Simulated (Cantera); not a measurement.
A perfectly stirred reactor is fed with 0.841 % CO, 5.70 % O2, 0.0411 % H2O, 93.4 % N2, equivalence ratio 0.074, at 3.70 bar; it is held at 1148 K, and followed from long to short residence time.

Model: GRI-Mech 3.0 (53 species, 325 reactions), integrated in Cantera.

x: mole fraction; the columns are a selection and need not sum to one.

```csv
τ (s),x CO,x O2,x H2O,x NO,x N2O
0.51,0.00341,0.0546,0.000411,1.13e-7,___
0.22,0.00508,0.0554,0.000410,3.91e-8,___
0.095,0.00655,0.0561,0.000409,1.04e-8,___
0.041,0.00752,0.0566,0.000409,2.22e-9,___
0.018,0.00804,0.0568,0.000409,4.03e-10,___
0.0076,0.00829,0.0569,0.000410,4.85e-11,___
0.0033,0.00840,0.0570,0.000411,1.07e-12,___
0.0014,0.00841,0.0570,0.000411,<1e-12,1.72e-10
0.00061,0.00841,0.0570,0.000411,<1e-12,3.47e-11
0.00026,0.00841,0.0570,0.000411,<1e-12,7.45e-12
```

Q: Some entries are withheld; supply them.

A: 
- 0.51, x N2O: 2.07e-6
- 0.22, x N2O: 1.34e-6
- 0.095, x N2O: 7.38e-7
- 0.041, x N2O: 3.51e-7
- 0.018, x N2O: 1.50e-7
- 0.0076, x N2O: 5.06e-8
- 0.0033, x N2O: 6.65e-9
